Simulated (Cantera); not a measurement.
What does this Cantera script print?

```python
import numpy as np
import cantera as ct

gas = ct.Solution("gri30.yaml")
gas.TPX = 1500, 13332, {'CO': 0.0065, 'O2': 0.042, 'H2O': 0.0071, 'N2': 2.9}
inlet = ct.Reservoir(gas, clone=True)

reactor = ct.IdealGasConstPressureReactor(gas, energy="off", clone=False)
exhaust = ct.Reservoir(gas, clone=True)
tau = [2.1, 1, 0.49, 0.24, 0.12, 0.058, 0.028, 0.014, 0.0068][0]
for a, b in ((inlet, reactor), (reactor, exhaust)):
    ct.MassFlowController(a, b, mdot=lambda t: reactor.mass / tau)
net = ct.ReactorNet([reactor])
show = ['CO', 'O2', 'H2O', 'N2O', 'HO2']

rows = []
print(f"{'tau/s':>10s}{'T/K':>9s}" + "".join(f"{s:>11s}" for s in show))
for tau in [2.1, 1, 0.49, 0.24, 0.12, 0.058, 0.028, 0.014, 0.0068]:
    net.initial_time = 0.0
    net.advance(30 * tau)
    before = gas.X
    net.advance(40 * tau)
    drift = np.max(np.abs(gas.X - before) / (gas.X + 1e-9))
    rows.append([gas.T, *gas[show].X, drift])
    print(f"{tau:10.3e}{gas.T:9.1f}" + "".join(f"{x:11.3e}" for x in gas[show].X))
```

It prints:

```
     tau/s      T/K         CO         O2        H2O        N2O        HO2
 2.100e+00   1500.0  4.937e-05  1.309e-02  2.349e-03  1.402e-07  7.549e-08
 1.000e+00   1500.0  7.984e-05  1.307e-02  2.329e-03  1.346e-07  1.005e-07
 4.900e-01   1500.0  1.260e-04  1.306e-02  2.303e-03  1.238e-07  1.266e-07
 2.400e-01   1500.0  1.973e-04  1.305e-02  2.268e-03  1.113e-07  1.523e-07
 1.200e-01   1500.0  3.027e-04  1.305e-02  2.229e-03  9.971e-08  1.741e-07
 5.800e-02   1500.0  4.716e-04  1.308e-02  2.190e-03  8.937e-08  1.908e-07
 2.800e-02   1500.0  7.325e-04  1.318e-02  2.173e-03  8.004e-08  1.984e-07
 1.400e-02   1500.0  1.098e-03  1.339e-02  2.197e-03  6.772e-08  1.931e-07
 6.800e-03   1500.0  1.581e-03  1.371e-02  2.267e-03  4.108e-08  1.651e-07
```

Model: GRI-Mech 3.0 (53 species, 325 reactions), integrated in Cantera.
